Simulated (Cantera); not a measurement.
## Pyrogenic steam for wet oxidation

An isothermal, constant-pressure homogeneous reactor starts with H2 : O2 : N2 = 1.7 : 1 : 13 (molar parts), equivalence ratio 0.85, at 898 K and 0.188 atm.

Detailed kinetics in Cantera: the H2/O2 subset of GRI-Mech 3.0, which has no nitrogen chemistry. Below about 950 K walls govern HO2 and H2O2 in real vessels. The temperature is held fixed by assumption; the heat of reaction is taken as removed at once.

| t (s) | x H2 | x O2 | x OH | x H2O | x H2O2 | x O |
|---|---|---|---|---|---|---|
| 2.00e-6 | 0.108 | 0.0637 | <1e-12 | <1e-12 | <1e-12 | <1e-12 |
| 8.12e-6 | 0.108 | 0.0637 | <1e-12 | <1e-12 | <1e-12 | <1e-12 |
| 3.30e-5 | 0.108 | 0.0637 | <1e-12 | <1e-12 | <1e-12 | <1e-12 |
| 0.000134 | 0.108 | 0.0637 | <1e-12 | 1.88e-12 | <1e-12 | <1e-12 |
| 0.000543 | 0.108 | 0.0637 | 1.27e-12 | 6.10e-11 | <1e-12 | 5.04e-12 |
| 0.00220 | 0.108 | 0.0637 | 3.57e-10 | 2.72e-8 | 1.34e-11 | 1.43e-9 |
| 0.00894 | 0.0105 | 0.0158 | 0.000216 | 0.102 | 3.35e-7 | 0.000256 |
| 0.0363 | 0.00107 | 0.0106 | 1.24e-5 | 0.113 | 2.16e-7 | 9.12e-6 |
| 0.147 | 0.000376 | 0.0103 | 2.04e-6 | 0.114 | 4.47e-7 | 9.42e-7 |
| 0.598 | 0.000208 | 0.0102 | 3.18e-7 | 0.114 | 1.00e-6 | 1.03e-7 |
| 2.43 | 9.72e-5 | 0.0101 | 1.54e-7 | 0.114 | 5.99e-7 | 2.87e-8 |
| 9.85 | 2.69e-5 | 0.0101 | 5.50e-8 | 0.114 | 9.58e-8 | 3.52e-9 |
| 40.0 | 5.57e-6 | 0.0101 | 1.52e-8 | 0.114 | 5.99e-9 | 2.27e-10 |
x: mole fraction; the columns are a selection and need not sum to one.

Equilibrium at this temperature and pressure: H2 7.82e-12, O2 0.0101, OH 9.52e-9, H2O 0.114, H2O2 3.31e-12, O 1.16e-12 (gas phase only).
